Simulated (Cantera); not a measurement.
What does this Cantera script print?

```python
import numpy as np
import cantera as ct

gas = ct.Solution("gri30.yaml")
gas.TPX = 350, 87000, {'CH3OH': 1, 'O2': 2.34, 'N2': 8.81}
inlet = ct.Reservoir(gas, clone=True)
gas.equilibrate("HP")  # start burning
reactor = ct.IdealGasConstPressureReactor(gas, energy="on", clone=False)
exhaust = ct.Reservoir(gas, clone=True)
tau = [0.047, 0.023, 0.012, 0.006, 0.003, 0.0015, 0.00077, 0.00039, 0.0002, 9.9e-05, 5e-05][0]
for a, b in ((inlet, reactor), (reactor, exhaust)):
    ct.MassFlowController(a, b, mdot=lambda t: reactor.mass / tau)
net = ct.ReactorNet([reactor])
show = ['CH3OH', 'O2', 'HO2', 'H2O2', 'HCO', 'H2O']

rows = []
print(f"{'tau/s':>10s}{'T/K':>9s}" + "".join(f"{s:>11s}" for s in show))
for tau in [0.047, 0.023, 0.012, 0.006, 0.003, 0.0015, 0.00077, 0.00039, 0.0002, 9.9e-05, 5e-05]:
    net.initial_time = 0.0
    net.advance(30 * tau)
    before = gas.X
    net.advance(40 * tau)
    drift = np.max(np.abs(gas.X - before) / (gas.X + 1e-9))
    rows.append([gas.T, *gas[show].X, drift])
    print(f"{tau:10.3e}{gas.T:9.1f}" + "".join(f"{x:11.3e}" for x in gas[show].X))
```

It prints:

```
     tau/s      T/K      CH3OH         O2        HO2       H2O2        HCO        H2O
 4.700e-02   1810.5  5.720e-06  6.632e-02  3.324e-06  1.323e-07  9.871e-08  1.565e-01
 2.300e-02   1802.2  9.080e-06  6.648e-02  5.109e-06  1.756e-07  2.007e-07  1.559e-01
 1.200e-02   1791.3  1.379e-05  6.673e-02  7.603e-06  2.268e-07  3.820e-07  1.553e-01
 6.000e-03   1775.3  2.163e-05  6.717e-02  1.162e-05  2.967e-07  7.565e-07  1.544e-01
 3.000e-03   1753.3  3.456e-05  6.790e-02  1.776e-05  3.876e-07  1.494e-06  1.532e-01
 1.500e-03   1723.7  5.739e-05  6.909e-02  2.747e-05  5.081e-07  2.949e-06  1.519e-01
 7.700e-04   1685.8  1.006e-04  7.102e-02  4.363e-05  6.703e-07  5.700e-06  1.504e-01
 3.900e-04   1629.0  2.145e-04  7.492e-02  8.215e-05  9.649e-07  1.147e-05  1.489e-01
 2.000e-04    350.0  8.230e-02  1.926e-01 -1.437e-18 -3.959e-18 -7.684e-37 -1.218e-15
 9.900e-05    350.0  8.230e-02  1.926e-01 -1.152e-21 -3.173e-21 -1.878e-44 -9.759e-19
 5.000e-05    350.0  8.230e-02  1.926e-01 -7.275e-23 -2.004e-22 -1.997e-45 -6.164e-20
```

Model: GRI-Mech 3.0 (53 species, 325 reactions), integrated in Cantera. GRI-Mech 3.0 was tuned for natural gas; its chemistry of methanol as a main component is partial and can be far from experiment.
